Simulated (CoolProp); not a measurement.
Vapour-liquid equilibrium of CHF3 (R23) (1) + R227EA (2) at -48.65 °C; x and y are mole fractions of (1).

Computed with CoolProp (multi-fluid Helmholtz-energy mixture model, Penoncello 2003 and Lemmon 2016; pair parameters Bell 2016).

| x | bubble pressure (MPa) | y at the bubble point | dew pressure at overall composition x (MPa) | liquid density (mol/L) |
|---|---|---|---|---|
| 0.05 | 0.04526 | 0.581 | 0.02063 | 9.972 |
| 0.15 | 0.1002 | 0.826 | 0.02299 | 10.54 |
| 0.25 | 0.1562 | 0.898 | 0.02596 | 11.15 |
| 0.35 | 0.2097 | 0.931 | 0.02980 | 11.82 |
| 0.45 | 0.2592 | 0.951 | 0.03497 | 12.57 |
| 0.55 | 0.3047 | 0.963 | 0.04230 | 13.39 |
| 0.65 | 0.3474 | 0.973 | 0.05352 | 14.32 |
| 0.75 | 0.3893 | 0.981 | 0.07283 | 15.36 |
| 0.85 | 0.4326 | 0.988 | 0.1139 | 16.55 |
| 0.95 | 0.4799 | 0.996 | 0.2574 | 17.93 |

No azeotrope shows between x = 0.05 and 0.95.

The pair parameters rest on a limited set of measurements; away from them the model extrapolates.
